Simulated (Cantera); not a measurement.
A closed system holds: 1 mol SiO2, 23 mol HBr, 0.54 mol H2, held at 0.270 bar.

Method: chemical equilibrium by Gibbs-energy minimisation in Cantera with the NASA 1993 tables (ideal gas, pure condensed phases). Candidate condensed phases: Br2, H2O, Si, SiO2; 28 gas species. The tables hold silica as quartz up to 1696 K and as liquid above; real silica turns to tridymite and cristobalite and melts near 1996 K. Equilibrium is a limit: real reactors are often held back by kinetics, nucleation or transport.

Problem. Which condensed phases are stable at each of these points (T (K)): 1325, 1375, 1425, 1475, 1525, 1575, 1625, 1675, 1725, 1775, 1825?

Solution. 
```json
[
 {"T (K)": "1325", "condensed phases": "SiO2(β-quartz)", "Si condensed (%)": "99.7"},
 {"T (K)": "1375", "condensed phases": "SiO2(β-quartz)", "Si condensed (%)": "99.7"},
 {"T (K)": "1425", "condensed phases": "SiO2(β-quartz)", "Si condensed (%)": "99.6"},
 {"T (K)": "1475", "condensed phases": "SiO2(β-quartz)", "Si condensed (%)": "99.5"},
 {"T (K)": "1525", "condensed phases": "SiO2(β-quartz)", "Si condensed (%)": "99.5"},
 {"T (K)": "1575", "condensed phases": "SiO2(β-quartz)", "Si condensed (%)": "99.4"},
 {"T (K)": "1625", "condensed phases": "SiO2(β-quartz)", "Si condensed (%)": "99.3"},
 {"T (K)": "1675", "condensed phases": "SiO2(β-quartz)", "Si condensed (%)": "99.1"},
 {"T (K)": "1725", "condensed phases": "SiO2(condensed)", "Si condensed (%)": "98.9"},
 {"T (K)": "1775", "condensed phases": "SiO2(condensed)", "Si condensed (%)": "98.4"},
 {"T (K)": "1825", "condensed phases": "SiO2(condensed)", "Si condensed (%)": "97.4"}
]
```

From 1325 K to 1675 K the condensed part is SiO2(β-quartz). From 1725 K to 1825 K the condensed part is SiO2(condensed).
